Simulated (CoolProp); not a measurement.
Aqueous potassium carbonate as a coolant, 14 % by mass, freezing at -5.4 °C, 1 atm.

Values from CoolProp's Melinder's fits for secondary coolants.

| T (°C) | Prandtl number | conductivity (W/(m K)) | density (kg/m³) | cp (kJ/(kg K)) |
|---|---|---|---|---|
| -0.9 | ? | ? | 1136 | 3.502 |
| 7.1 | 12.0 | ? | 1134 | 3.517 |
| 15 | 9.73 | 0.576 | ? | 3.531 |
| 23 | 8.01 | 0.589 | 1128 | 3.545 |
| 31 | 6.70 | 0.603 | 1125 | 3.558 |
| 39 | 5.64 | ? | 1121 | ? |

### Question
Some entries are withheld; supply them.

### Answer

- -0.9, Prandtl number: 15.4
- -0.9, conductivity (W/(m K)): 0.550
- 7.1, conductivity (W/(m K)): 0.563
- 15, density (kg/m³): 1132
- 39, conductivity (W/(m K)): 0.617
- 39, cp (kJ/(kg K)): 3.570
